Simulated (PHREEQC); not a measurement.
Brine

Make-up at 25 °C: 0.055 mol/kgw Na2B4O7 and 0.24 mol/kgw MgCl2. Closed to the air; pH follows from the charge balance.

Model: Pitzer model, pitzer.dat, run in PHREEQC.

```json
{
  "pH": "8.63",
  "ionic_strength": "0.775 mol/kgw",
  "activity_of_water": "0.985",
  "osmotic_coefficient": "0.880",
  "total_alkalinity": "110 meq/kg"
}
```

```json
[
 {"species": "Cl-", "molality": "0.480", "activity": "0.297", "log γ": "-0.208"},
 {"species": "Mg+2", "molality": "0.208", "activity": "0.0528", "log γ": "-0.595"},
 {"species": "Na+", "molality": "0.110", "activity": "0.0785", "log γ": "-0.147"},
 {"species": "B(OH)3", "molality": "0.0668", "activity": "0.0711", "log γ": "0.027"},
 {"species": "B(OH)4-", "molality": "0.0460", "activity": "0.0173", "log γ": "-0.425"},
 {"species": "MgB(OH)4+", "molality": "0.0323", "activity": "0.0228", "log γ": "-0.151"},
 {"species": "B3O3(OH)4-", "molality": "0.0116", "activity": "0.00469", "log γ": "-0.394"}
]
```

No solid was allowed to form.
